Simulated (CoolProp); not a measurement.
Saturation properties of propane.

Values from CoolProp's reference Helmholtz-energy equation of state, Lemmon 2009.

| T (°C) | p (MPa) | vapour density (kg/m³) |
|---|---|---|
| -89.25 | 0.006818 | 0.1976 |
| -77.75 | 0.01512 | 0.4142 |
| -66.35 | 0.03015 | 0.7853 |
| -54.85 | 0.05567 | 1.386 |
| -43.35 | 0.09592 | 2.296 |
| -31.85 | 0.1560 | 3.610 |
| -20.35 | 0.2415 | 5.440 |
| -8.85 | 0.3586 | 7.913 |
| 2.65 | 0.5140 | 11.18 |
| 14.15 | 0.7147 | 15.45 |
| 25.65 | 0.9679 | 20.97 |

It boils at -42.1 °C under 1 atm.
